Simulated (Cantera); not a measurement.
Input: 1 mol SiF4, a varied amount of NH3, 16 mol H2, held at 1373.15 K and 10.0 Torr.

Equilibrium computed with Cantera from the NASA thermochemical tables; the gas is ideal and each condensed phase is pure. Candidate condensed phases: Si, Si3N4; 37 gas species. The tables' values for SiF3, SiF2 are old estimates; treat these amounts as uncertain. Equilibrium is a limit: real reactors are often held back by kinetics, nucleation or transport.

x: gas mole fraction; n: condensed amount in mol.

| n(NH3) (mol) | x H2 | x N2 | x SiF4 | x HF | n Si3N4(s) |
|---|---|---|---|---|---|
| 0.83 | 0.919 | 0.0222 | 0.0482 | 0.00555 | 0 |
| 1.3 | 0.911 | 0.0331 | 0.0457 | 0.00540 | 0 |
| 2.1 | 0.898 | 0.0494 | 0.0421 | 0.00517 | 0 |
| 3.3 | 0.883 | 0.0698 | 0.0376 | 0.00487 | 0 |
| 5.3 | 0.863 | ___ | ___ | 0.00454 | ___ |
| 8.5 | 0.842 | 0.125 | 0.0258 | 0.00443 | 0.00245 |
| 13 | 0.822 | ___ | ___ | 0.00425 | ___ |
| 21 | 0.802 | 0.177 | 0.0144 | 0.00397 | 0.00880 |
| 34 | 0.786 | 0.200 | 0.00973 | 0.00363 | 0.0144 |

**Question.** Fill in the missing entries.

**Answer.** 
- 13, x N2: 0.151
- 13, x SiF4: 0.0201
- 13, n Si3N4(s): 0.00494
- 5.3, x N2: 0.0958
- 5.3, x SiF4: 0.0319
- 5.3, n Si3N4(s): 0.000327
